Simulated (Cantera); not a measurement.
## Equilibrium for silicon oxide and oxynitride deposition: HMDSO + H2O

Feed: 1 mol HMDSO, a varied amount of H2O, equilibrated at 1650 K and 100 Torr.

Cantera equilibrium calculation (NASA polynomials, part measured and part estimated; ideal gas, pure solids and liquids). Candidate condensed phases: C, C6H6, C7H8, C8H18, H2O, Si, SiC, SiO2; 123 gas species. The feed counts by its element totals alone. Mutual solubility and eutectic melting of coexisting phases are not modelled. The tables hold silica as quartz up to 1696 K and as liquid above; real silica turns to tridymite and cristobalite and melts near 1996 K. Kinetics and transport are ignored.

```tsv
n(H2O) (mol)	x H2	x CO	x SiO	x H	x CH4	n C(graphite)	n SiC(s)	n SiO2(β-quartz)
0.13	0.889	0.110	0.000380	0.000235	0.000140	2.88	2.00	0
0.18	0.886	0.114	0.000393	0.000234	0.000139	2.83	2.00	0
0.25	0.881	0.119	0.000411	0.000233	0.000137	2.76	2.00	0
0.35	0.873	0.126	0.000436	0.000233	0.000135	2.66	2.00	0
0.49	0.864	0.135	0.000468	0.000231	0.000132	2.52	1.99	0
0.68	0.852	0.147	0.000511	0.000230	0.000129	2.33	1.99	0
0.95	0.836	0.163	0.000566	0.000227	0.000124	2.06	1.99	0
1.3	0.817	0.182	0.000630	0.000225	0.000118	1.71	1.99	0
1.8	0.794	0.205	0.000711	0.000222	0.000112	1.22	1.99	0
2.6	0.763	0.236	0.000818	0.000217	0.000103	0.422	1.99	0
3.6	0.740	0.250	0.00932	0.000214	2.96e-5	0	1.75	0.0942
5	0.740	0.250	0.00932	0.000214	2.96e-5	0	1.27	0.549
```
x: gas mole fraction; n: condensed amount in mol.

From 0.13 mol H2O to 2.6 mol H2O the condensed part is C(graphite) + SiC(s). From 3.6 mol H2O to 5 mol H2O the condensed part is SiC(s) + SiO2(β-quartz). The main Si-bearing gas is SiO throughout.
